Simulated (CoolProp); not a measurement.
Vapour-liquid equilibrium of p-xylene (1) + n-undecane (2) at 298.3 K; x and y are mole fractions of (1).

Model: multi-fluid Helmholtz-energy mixture model, Zhou 2012 and Aleksandrov 2011; pair parameters Bell 2016, in CoolProp.

Task: Give the bubble pressure and the first vapour's composition at x = 0.575, 0.65, 0.8. Is there an azeotrope?

Result: x = 0.575: 0.7103 kPa, y = 0.965; x = 0.65: 0.7942 kPa, y = 0.974; x = 0.8: 0.9623 kPa, y = 0.988. No azeotrope shows between x = 0.05 and 0.95.

The pair parameters rest on a limited set of measurements; away from them the model extrapolates.
